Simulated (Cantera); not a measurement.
Input: 1 mol SiCl4, 1.7 mol H2, held at 700 °C and 54000 Pa.

These are equilibrium values from Cantera (NASA tables, ideal gas, pure condensed phases), not measurements of a reactor. Candidate condensed phases: Si; 19 gas species. The tables' values for SiCl3 are old estimates; treat these amounts as uncertain. Kinetics and transport are ignored.

Base state: H2 0.595, SiCl4 0.336, HCl 0.0343, SiHCl3 0.0328, SiCl3 0.000705, SiH2Cl2 0.000335, SiCl2 4.24e-5 (mole fractions); condensed: gas only.

Q: What changes in the equilibrium state with this change: temperature from 700 °C to 275 °C?

A: 
```tsv
species	before	after
H2	0.595	0.628
SiCl4	0.336	0.369
HCl	0.0343	0.00129
SiHCl3	0.0328	0.00129
SiCl3	0.000705	<1e-9
SiCl2	4.24e-5	<1e-9
```
